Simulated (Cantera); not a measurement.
A closed system holds: 1 mol MgF₂, 0.78 mol HF, 2.4 mol N₂, equilibrated at 3.30e-6 bar.

These are equilibrium values from Cantera (NASA tables, ideal gas, pure condensed phases), not measurements of a reactor. Candidate condensed phases: Mg, MgF₂; 28 gas species. Equilibrium is a limit: real reactors are often held back by kinetics, nucleation or transport.

Problem. Which condensed phases are stable at each of these points (T (K)): 800, 900, 1000, 1100, 1200, 1300, 1400, 1500, 1600, 1700, 1800, 1900, 2000?

Solution. 
```json
[
 {"T (K)": "800", "condensed phases": "MgF₂(s)", "Mg condensed (%)": "100.0"},
 {"T (K)": "900", "condensed phases": "MgF₂(s)", "Mg condensed (%)": "100.0"},
 {"T (K)": "1000", "condensed phases": "MgF₂(s)", "Mg condensed (%)": "100.0"},
 {"T (K)": "1100", "condensed phases": "MgF₂(s)", "Mg condensed (%)": "99.9"},
 {"T (K)": "1200", "condensed phases": "MgF₂(s)", "Mg condensed (%)": "97.1"},
 {"T (K)": "1300", "condensed phases": "MgF₂(s)", "Mg condensed (%)": "36.1"},
 {"T (K)": "1400", "condensed phases": "gas only", "Mg condensed (%)": "0.0"},
 {"T (K)": "1500", "condensed phases": "gas only", "Mg condensed (%)": "0.0"},
 {"T (K)": "1600", "condensed phases": "gas only", "Mg condensed (%)": "0.0"},
 {"T (K)": "1700", "condensed phases": "gas only", "Mg condensed (%)": "0.0"},
 {"T (K)": "1800", "condensed phases": "gas only", "Mg condensed (%)": "0.0"},
 {"T (K)": "1900", "condensed phases": "gas only", "Mg condensed (%)": "0.0"},
 {"T (K)": "2000", "condensed phases": "gas only", "Mg condensed (%)": "0.0"}
]
```

From 800 K to 1300 K the condensed part is MgF₂(s). From 1400 K to 2000 K nothing is condensed.
